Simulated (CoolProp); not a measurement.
Values from CoolProp's reference Helmholtz-energy equation of state, Fiedler 2023.

### Question
Give the vapour pressure (bar), vapour density (kg/m³), enthalpy of vaporisation (kJ/kg), liquid cp (kJ/(kg K)) of saturated tetrahydrofuran at 129.15, 220.65 °C.

### Answer
```csv
T (°C),p (bar),vapour density (kg/m³),enthalpy of vaporisation (kJ/kg),liquid cp (kJ/(kg K))
129.15,5.47,13.0,364,2.17
220.65,27.8,72.6,243,2.92
```
